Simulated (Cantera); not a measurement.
**Equilibrium for roasting and sulfation: MgCO3 + SO3 + O2**

Feed: 1 mol MgCO3, 0.13 mol SO3, 0.071 mol O2, at 100000 Pa.

Equilibrium computed with Cantera from the NASA thermochemical tables; the gas is ideal and each condensed phase is pure. Candidate condensed phases: C, Mg, MgCO3, MgO, MgS, MgSO4, S; 26 gas species. Mutual solubility and eutectic melting of coexisting phases are not modelled. Equilibrium is a limit: real reactors are often held back by kinetics, nucleation or transport.

At 377 °C the condensed part is MgCO3(s) + MgSO4(s). From 477 °C to 977 °C the condensed part is MgO(s) + MgSO4(s).

```tsv
T (°C)	x CO2	x O2	x SO2	x SO3	x CO	x O	n MgCO3(s)	n MgSO4(s)	n MgO(s)
377	0.647	0.353	<1e-12	<1e-12	<1e-12	<1e-12	0.870	0.130	0
477	0.934	0.0663	2.80e-12	6.66e-11	<1e-12	<1e-12	0	0.130	0.870
577	0.934	0.0663	3.65e-9	1.36e-8	<1e-12	<1e-12	0	0.130	0.870
677	0.934	0.0663	1.02e-6	8.76e-7	3.69e-11	8.18e-12	0	0.130	0.870
777	0.934	0.0663	9.36e-5	2.49e-5	1.11e-9	1.72e-10	0	0.130	0.870
877	0.928	0.0678	0.00377	0.000385	1.82e-8	2.16e-9	0	0.126	0.874
977	0.832	0.0941	0.0700	0.00375	1.46e-7	2.12e-8	0	0.0414	0.959
```
x: gas mole fraction; n: condensed amount in mol.
